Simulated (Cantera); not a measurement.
Input: 1 mol BN, 35 mol H2, 13 mol H2O, at 8800 Pa.

Equilibrium computed with Cantera from the NASA thermochemical tables; the gas is ideal and each condensed phase is pure. Candidate condensed phases: B, BN, B2O3, B3O3H3, H2O; 39 gas species. The numbers say what is thermodynamically allowed, not how fast it happens.

**Question.** At 2000 K, list the 7 most abundant gas species with their mole fractions, and the condensed phases.

**Answer.** H2 0.740, H2O 0.224, HBO2 0.0196, N2 0.0102, H 0.00472, HBO 0.000359, B2O3 0.000179. Condensed: gas only.
